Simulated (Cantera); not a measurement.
A closed system holds: 1 mol KOH, 0.13 mol C, 0.12 mol H2, held at 560 Pa.

Method: chemical equilibrium by Gibbs-energy minimisation in Cantera with the NASA 1993 tables (ideal gas, pure condensed phases). Candidate condensed phases: C, C6H6, C7H8, C8H18, H2O, K, KOH, KO2, K2CO3, K2O, K2O2; 116 gas species. Rates play no part. All values below are at 1198 K.

Base state: K 0.326, KOH 0.321, H2O 0.202, H2 0.106, CO2 0.0257, CO 0.0185, K2(OH)2 0.00140, K2 2.12e-5 (mole fractions); condensed: K2CO3(l).

### Question
What changes in the equilibrium state with this change: C from 0.13 to 0.095 mol?

### Answer
```
species         before    after
-------------  -------  -------
KOH              0.321    0.374
K                0.326    0.305
H2O              0.202    0.212
H2               0.106   0.0764
CO              0.0185  0.00976
CO2             0.0257   0.0199
K2(OH)2        0.00140  0.00190
K2             2.12e-5  1.86e-5
K2CO3(l), mol   0.0716   0.0565
```
